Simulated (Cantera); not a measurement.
Charge: 1 mol N2O, 0.012 mol SO2, at 28.0 Pa.

Equilibrium computed with Cantera from the NASA thermochemical tables; the gas is ideal and each condensed phase is pure. Candidate condensed phases: S; 17 gas species. Rates play no part.

Q: At 2100 K, list the 5 most abundant gas species with their mole fractions, and the condensed phases.

A: N2 0.641, O2 0.295, O 0.0452, NO 0.0106, SO2 0.00746. Condensed: gas only.
